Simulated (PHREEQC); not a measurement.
Make-up at 25 °C: 0.0053 mol HF, 0.0042 mol NH4F and 1.6e-06 mol H4SiO4 per kg of water. It is in equilibrium with CO2 at log p = -1 (atm). Otherwise closed; pH follows from the charge balance.

Computed with PHREEQC (ion-association model, wateq4f.dat).

- pH: 3.18
- ionic strength: 0.00491 mol/kgw
- total alkalinity: -5.30 meq/kg

```json
[
 {"species": "F-", "molality": "0.00482", "activity": "0.00447", "log γ": "-0.033"},
 {"species": "HF", "molality": "0.00441", "activity": "0.00441", "log γ": "0.000"},
 {"species": "NH4+", "molality": "0.00420", "activity": "0.00390", "log γ": "-0.033"},
 {"species": "CO2", "molality": "0.00340", "activity": "0.00341", "log γ": "0.000"},
 {"species": "H+", "molality": "0.000705", "activity": "0.000659", "log γ": "-0.030"},
 {"species": "HF2-", "molality": "8.16e-5", "activity": "7.56e-5", "log γ": "-0.033"},
 {"species": "H2F2", "molality": "5.07e-5", "activity": "5.07e-5", "log γ": "0.000"},
 {"species": "HCO3-", "molality": "2.47e-6", "activity": "2.30e-6", "log γ": "-0.032"},
 {"species": "SiF6-2", "molality": "1.60e-6", "activity": "1.19e-6", "log γ": "-0.128"},
 {"species": "NH3", "molality": "3.37e-9", "activity": "3.37e-9", "log γ": "0.000"}
]
```

This is a speciation only: nothing precipitates in the calculation. Complexes and solids missing from the database can't appear. SiF6-2 is the database's only silicon fluoride.
